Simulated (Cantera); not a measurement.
An isothermal, constant-pressure homogeneous reactor starts with 28.9 % C3H8, 69.3 % H2, 1.85 % H2O, at 1875 K and 0.987 atm.

Computed with Cantera and GRI-Mech 3.0 (53 species, 325 reactions). GRI-Mech 3.0 was tuned for natural gas; its chemistry of propane as a main component is partial and can be far from experiment. GRI-Mech 3.0 stops at C3 and has no aromatics, soot or wall deposition, so with more carbon than oxygen in the feed, carbon stays in small species such as C2H2 where larger ones or solid carbon would form.

One state of this run: x C3H8 = 6.43e-7; x H2 = 0.609; x CH3 = 0.00247; x CH4 = 0.176; x C2H2 = 0.133; x C2H = 1.12e-6; x H = 0.000434. x: mole fraction; the columns are a selection and need not sum to one.

Task: Which value of t (s) does it belong to?
(A) 2.00
(B) 0.000416
(C) 0.01000
(D) 5.00e-5

Result: D, 5.00e-5
